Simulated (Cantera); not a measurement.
Feed: 1 mol Al2O3, 0.56 mol HCl, a varied amount of H2, at 700 K and 1 atm.

Method: chemical equilibrium by Gibbs-energy minimisation in Cantera with the NASA 1993 tables (ideal gas, pure condensed phases). Candidate condensed phases: Al, AlCl3, Al2O3, H2O; 29 gas species. Condensed phases not in the tables: AlOCl. The numbers say what is thermodynamically allowed, not how fast it happens.

x: gas mole fraction; n: condensed amount in mol.

```csv
n(H2) (mol),x HCl,x H2,x H2O,x AlCl3,x Al2Cl6,n Al2O3(s)
0.034,0.943,0.0572,1.73e-5,1.15e-5,5.83e-9,1.000
0.074,0.883,?,?,1.07e-5,?,1.000
0.16,0.778,0.222,1.37e-5,9.16e-6,3.67e-9,1.000
0.34,?,?,?,?,?,1.000
0.74,0.431,0.569,6.76e-6,4.51e-6,8.90e-10,1.000
1.6,0.259,0.741,3.68e-6,2.45e-6,2.63e-10,1.000
3.4,0.141,0.859,1.78e-6,1.18e-6,6.15e-11,1.000
7.4,0.0704,0.930,7.69e-7,5.12e-7,1.15e-11,1.000
```

Q: Fill in the missing entries.

A: 
- 0.34, x HCl: 0.622
- 0.34, x H2: 0.378
- 0.34, x H2O: 1.05e-5
- 0.34, x AlCl3: 7.01e-6
- 0.34, x Al2Cl6: 2.15e-9
- 0.074, x H2: 0.117
- 0.074, x H2O: 1.60e-5
- 0.074, x Al2Cl6: 4.99e-9
